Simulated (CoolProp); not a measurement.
Carbon monoxide along the isotherm 75.5 K: fugacity coefficient from the reference equation and from simpler models built on Tc = 132.9 K, pc = 3.498 MPa, ω = 0.050; each cubic takes its own stable root.

Model: reference Helmholtz-energy equation of state, Lemmon 2006, in CoolProp. It is a short technical equation, of lower accuracy than the large ones.

```json
[
 {"p (MPa)": "0.125", "phase": "liquid", "reference": "0.3713"},
 {"p (MPa)": "0.25", "phase": "liquid", "reference": "0.1869"},
 {"p (MPa)": "0.375", "phase": "liquid", "reference": "0.1255"},
 {"p (MPa)": "0.5", "phase": "liquid", "reference": "0.09473"},
 {"p (MPa)": "0.625", "phase": "liquid", "reference": "0.07630"},
 {"p (MPa)": "0.75", "phase": "liquid", "reference": "0.06402"},
 {"p (MPa)": "0.875", "phase": "liquid", "reference": "0.05525"},
 {"p (MPa)": "0.999", "phase": "liquid", "reference": "0.04872"},
 {"p (MPa)": "1.12", "phase": "liquid", "reference": "0.04374"},
 {"p (MPa)": "1.25", "phase": "liquid", "reference": "0.03947"},
 {"p (MPa)": "1.37", "phase": "liquid", "reference": "0.03625"},
 {"p (MPa)": "1.5", "phase": "liquid", "reference": "0.03334"},
 {"p (MPa)": "1.62", "phase": "liquid", "reference": "0.03107"},
 {"p (MPa)": "1.75", "phase": "liquid", "reference": "0.02897"}
]
```

Problem. How far does each simpler model (van der Waals, Peng-Robinson) lie from the reference over these 14 states: mean and median of the absolute difference, and the worst?

Solution. 
- van der Waals: mean 335.4 %, median 348.2 %, worst +357.4 % at 75.5 K and 1.75 MPa
- Peng-Robinson: mean 2.8 %, median 2.7 %, worst +3.3 % at 75.5 K and 0.125 MPa

At some of these states van der Waals gives the other phase, because its saturation line lies elsewhere.
